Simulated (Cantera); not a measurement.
Mixture: CH3OH : O2 : N2 = 1 : 2.5 : 6.5 (molar parts), at 760 Torr, adiabatic and at constant volume. Ignition delay is the time to a rise of 400 K.

Detailed kinetics in Cantera: GRI-Mech 3.0 (53 species, 325 reactions). GRI-Mech 3.0 was tuned for natural gas; its chemistry of methanol as a main component is partial and can be far from experiment.

Q: What does this change do: 0.31 parts H2O added?

A: 
```csv
quantity,before,after
delay at 1225 K,6.31 ms,5.79 ms
delay at 1275 K,2.97 ms,2.72 ms
delay at 1325 K,1.49 ms,1.36 ms
delay at 1375 K,0.799 ms,0.726 ms
delay at 1425 K,0.451 ms,0.409 ms
delay at 1475 K,0.268 ms,0.242 ms
delay at 1525 K,0.167 ms,0.150 ms
apparent activation energy between 1425 and 1525 K,180 kJ/mol,180 kJ/mol
```
